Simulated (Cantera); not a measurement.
# Tantalum, niobium, vanadium and zirconium in process gases: Ta + H2O

A closed system holds: 1 mol Ta, a varied amount of H2O, equilibrated at 2448.15 K and 1.00 bar.

These are equilibrium values from Cantera (NASA tables, ideal gas, pure condensed phases), not measurements of a reactor. Candidate condensed phases: H2O, Ta, Ta2O5; 12 gas species. Mutual solubility and eutectic melting of coexisting phases are not modelled. Condensed phases not in the tables: N, O or C dissolved in the metal. Rates play no part.

From 0.062 mol H2O to 1.8 mol H2O the condensed part is Ta(s) + Ta2O5(l). From 2.8 mol H2O to 6.4 mol H2O the condensed part is Ta2O5(l). The main Ta-bearing gas is TaO2 throughout.

```csv
n(H2O) (mol),x H2,x H2O,x H,x OH,x TaO2,x TaO,x O,n Ta(s),n Ta2O5(l)
0.062,0.973,0.00680,0.0197,2.68e-5,0.000356,8.61e-5,3.59e-7,0.975,0.0123
0.095,0.973,0.00680,0.0197,2.68e-5,0.000356,8.61e-5,3.59e-7,0.962,0.0189
0.14,0.973,0.00680,0.0197,2.68e-5,0.000356,8.61e-5,3.59e-7,0.944,0.0278
0.22,0.973,0.00680,0.0197,2.68e-5,0.000356,8.61e-5,3.59e-7,0.913,0.0437
0.34,0.973,0.00680,0.0197,2.68e-5,0.000356,8.61e-5,3.59e-7,0.865,0.0675
0.51,0.973,0.00680,0.0197,2.68e-5,0.000356,8.61e-5,3.59e-7,0.797,0.101
0.78,0.973,0.00680,0.0197,2.68e-5,0.000356,8.61e-5,3.59e-7,0.690,0.155
1.2,0.973,0.00680,0.0197,2.68e-5,0.000356,8.61e-5,3.59e-7,0.523,0.238
1.8,0.973,0.00680,0.0197,2.68e-5,0.000356,8.61e-5,3.59e-7,0.285,0.357
2.8,0.875,0.106,0.0186,0.000439,8.57e-5,1.20e-6,6.20e-6,0,0.500
4.2,0.584,0.399,0.0152,0.00203,3.60e-5,8.90e-8,3.51e-5,0,0.500
6.4,0.383,0.600,0.0123,0.00377,2.38e-5,2.57e-8,8.05e-5,0,0.500
```
x: gas mole fraction; n: condensed amount in mol.
